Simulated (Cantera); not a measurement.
An isothermal, constant-pressure homogeneous reactor starts with NO : N2 = 1 : 0.14 (molar parts), at 1748 K and 33000 Pa.

Detailed kinetics in Cantera: GRI-Mech 3.0 (53 species, 325 reactions).

### Question
Predict: x(NO) at 30.0 s; x(NO2) at 30.0 s; x(O) at 30.0 s; x(N2) at 30.0 s; x(O2) at 30.0 s.

### Answer
```
Quantity                                            Result
----------------  ----------------------------------------
x(NO) at 30.0 s      0.192 (gas-phase equilibrium 0.00423)
x(NO2) at 30.0 s  0.000394 (gas-phase equilibrium 9.80e-6)
x(O) at 30.0 s     7.56e-5 (gas-phase equilibrium 8.48e-5)
x(N2) at 30.0 s        0.465 (gas-phase equilibrium 0.559)
x(O2) at 30.0 s        0.342 (gas-phase equilibrium 0.436)
```
